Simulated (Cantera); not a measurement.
Mixture: CH4 : CO : O2 : N2 = 1 : 0.18 : 3.94 : 14.8 (molar parts), at 7500 Torr, adiabatic and at constant volume. Ignition delay is the time to a rise of 400 K.

Model: GRI-Mech 3.0 (53 species, 325 reactions), integrated in Cantera.

Problem. What does this change do: CO 0.18 to 0.27 parts?

Solution. 
| quantity | before | after |
|---|---|---|
| delay at 1150 K | 7.81 ms | 8.34 ms |
| delay at 1350 K | 0.645 ms | 0.662 ms |
| delay at 1550 K | 91.0 µs | 91.6 µs |
| delay at 1750 K | 19.5 µs | 19.5 µs |
| delay at 1950 K | 5.88 µs | 5.87 µs |
| apparent activation energy between 1750 and 1950 K | 170 kJ/mol | 170 kJ/mol |

Problem. What does this change do: pressure from 7500 Torr to 2930 Torr?

Solution. 
```csv
quantity,before,after
delay at 1150 K,7.81 ms,20.0 ms
delay at 1350 K,0.645 ms,1.49 ms
delay at 1550 K,91.0 µs,0.194 ms
delay at 1750 K,19.5 µs,42.2 µs
delay at 1950 K,5.88 µs,13.3 µs
apparent activation energy between 1750 and 1950 K,170 kJ/mol,160 kJ/mol
```
